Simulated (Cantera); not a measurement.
# Gas activation for diamond growth

A perfectly stirred reactor is fed with CH4 : H2 : N2 = 0.014 : 1 : 0.0018 (molar parts), at 100.0 Torr; it is held at 1850 K, and followed from long to short residence time.

Computed with Cantera and GRI-Mech 3.0 (53 species, 325 reactions). GRI-Mech 3.0 stops at C3 and has no aromatics, soot or wall deposition, so with more carbon than oxygen in the feed, carbon stays in small species such as C2H2 where larger ones or solid carbon would form.

| τ (s) | x CH4 | x H2 | x H | x CH3 | x C2H4 | x C2H6 |
|---|---|---|---|---|---|---|
| 3.8 | 0.00175 | 0.989 | 0.00147 | 5.21e-5 | 1.32e-5 | 2.09e-8 |
| 1.3 | 0.00282 | 0.989 | 0.00145 | 8.33e-5 | 1.26e-5 | 5.26e-8 |
| 0.47 | 0.00436 | 0.988 | 0.00144 | 0.000127 | 1.22e-5 | 1.23e-7 |
| 0.16 | 0.00659 | 0.987 | 0.00141 | 0.000189 | 1.24e-5 | 2.73e-7 |
| 0.058 | 0.00902 | 0.985 | 0.00137 | 0.000251 | 1.37e-5 | 4.92e-7 |
| 0.020 | 0.0113 | 0.984 | 0.00129 | 0.000297 | 1.54e-5 | 7.11e-7 |
| 0.0071 | 0.0127 | 0.984 | 0.00112 | 0.000290 | 1.46e-5 | 7.37e-7 |
| 0.0025 | 0.0134 | 0.984 | 0.000772 | 0.000212 | 9.27e-6 | 4.67e-7 |
x: mole fraction; the columns are a selection and need not sum to one.
